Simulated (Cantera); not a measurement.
Feed: 1 mol BCl3, 7.9 mol O2, 19 mol N2, held at 16.5 Torr.

Method: chemical equilibrium by Gibbs-energy minimisation in Cantera with the NASA 1993 tables (ideal gas, pure condensed phases). Candidate condensed phases: B, BN, B2O3; 25 gas species. Rates play no part.

Task: Which condensed phases are stable at each of these points (T (K)): 950, 1150, 1350, 1550, 1750, 1950, 2150, 2350?

Result: 
| T (K) | condensed phases | B condensed (%) |
|---|---|---|
| 950 | B2O3(l) | 100.0 |
| 1150 | B2O3(l) | 100.0 |
| 1350 | B2O3(l) | 99.7 |
| 1550 | B2O3(l) | 81.9 |
| 1750 | gas only | 0.0 |
| 1950 | gas only | 0.0 |
| 2150 | gas only | 0.0 |
| 2350 | gas only | 0.0 |

From 950 K to 1550 K the condensed part is B2O3(l). From 1750 K to 2350 K nothing is condensed.
